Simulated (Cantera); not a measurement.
A freely propagating, adiabatic, planar premixed flame of 7.99 % CH4, 24.2 % O2, 67.8 % N2, unburnt at 375 K and 1.30 bar; mixture-averaged transport, grid criteria slope 0.08 and curve 0.16, no radiation.

Detailed kinetics in Cantera: GRI-Mech 3.0 (53 species, 325 reactions). Burning velocities carry a grid error of a few per cent, more on coarse grids.

Predict: laminar burning velocity; thermal thickness; peak x(CH2CO); peak x(HCO); peak x(HO2).


```
Quantity                     Result
------------------------  ---------
laminar burning velocity  47.3 cm/s
thermal thickness          0.326 mm
peak x(CH2CO)               6.46e-5
peak x(HCO)                 2.63e-5
peak x(HO2)                0.000259
```
